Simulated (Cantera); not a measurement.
A Cantera script and its output.

```python
import numpy as np
import cantera as ct

gas = ct.Solution("gri30.yaml")
gas.TPX = 1800, 110000, {'CH4': 1, 'H2': 23}
reactor = ct.IdealGasConstPressureReactor(gas, energy="off", clone=False)
net = ct.ReactorNet([reactor])
net.rtol, net.atol = 1e-08, 1e-18
show = ['CH4', 'H2', 'C2H4', 'CH2', 'C2H', 'CH3']
times = np.geomspace(1e-06, 30, 12)

steps = ct.SolutionArray(gas, extra=["t"])
rows = []
print(f"{'t/s':>10s}{'T/K':>9s}{'P/Pa':>11s}" + "".join(f"{s:>11s}" for s in show))
for t in times:
    while net.time < t:
        t_next = net.step()
        steps.append(gas.state, t=t_next)
    rows.append([np.interp(t, steps.t, y) for y in (steps.T, steps.P, *steps(*show).X.T)])
    print(f"{t:10.3e}{rows[-1][0]:9.1f}{rows[-1][1]:11.4g}" + "".join(f"{x:11.3e}" for x in rows[-1][2:]))
rate = np.gradient(steps.T, steps.t)
print("integrator steps:", len(steps.t))
if steps.T.max() > steps.T[0] + 200:
    print(f"time of steepest temperature rise: {steps.t[rate.argmax()]:.4e} s")
gas.TPX = 1800, 110000, {'CH4': 1, 'H2': 23}
gas.equilibrate("TP")
print(f"equilibrium (TP): T = {gas.T:.1f} K  " + "  ".join(f"{s} {gas[s].X[0]:.3e}" for s in show))
```

Output:

```
       t/s      T/K       P/Pa        CH4         H2       C2H4        CH2        C2H        CH3
 1.000e-06   1800.0    1.1e+05  4.166e-02  9.583e-01  6.874e-12  6.529e-12  4.520e-23  3.064e-06
 4.783e-06   1800.0    1.1e+05  4.165e-02  9.583e-01  1.187e-09  2.325e-10  2.321e-19  1.444e-05
 2.288e-05   1800.0    1.1e+05  4.160e-02  9.583e-01  1.500e-07  5.797e-09  1.121e-15  6.739e-05
 1.094e-04   1800.0    1.1e+05  4.138e-02  9.581e-01  1.423e-05  6.788e-08  4.664e-12  2.299e-04
 5.235e-04   1800.0    1.1e+05  4.084e-02  9.583e-01  9.332e-05  9.854e-08  4.651e-10  2.759e-04
 2.504e-03   1800.0    1.1e+05  3.857e-02  9.595e-01  1.170e-04  9.365e-08  3.634e-09  2.610e-04
 1.198e-02   1800.0    1.1e+05  3.048e-02  9.637e-01  1.789e-04  7.588e-08  1.506e-08  2.078e-04
 5.730e-02   1800.0    1.1e+05  1.577e-02  9.714e-01  3.118e-04  4.141e-08  3.630e-08  1.092e-04
 2.741e-01   1800.0    1.1e+05  8.039e-03  9.754e-01  3.922e-04  2.203e-08  4.784e-08  5.634e-05
 1.311e+00   1800.0    1.1e+05  7.708e-03  9.756e-01  3.958e-04  2.118e-08  4.835e-08  5.406e-05
 6.272e+00   1800.0    1.1e+05  7.708e-03  9.756e-01  3.958e-04  2.118e-08  4.835e-08  5.406e-05
 3.000e+01   1800.0    1.1e+05  7.708e-03  9.756e-01  3.958e-04  2.118e-08  4.835e-08  5.406e-05
integrator steps: 764
equilibrium (TP): T = 1800.0 K  CH4 7.708e-03  H2 9.756e-01  C2H4 3.958e-04  CH2 2.118e-08  C2H 4.835e-08  CH3 5.406e-05
```

Detailed kinetics in Cantera: GRI-Mech 3.0 (53 species, 325 reactions). GRI-Mech 3.0 stops at C3 and has no aromatics, soot or wall deposition, so with more carbon than oxygen in the feed, carbon stays in small species such as C2H2 where larger ones or solid carbon would form.
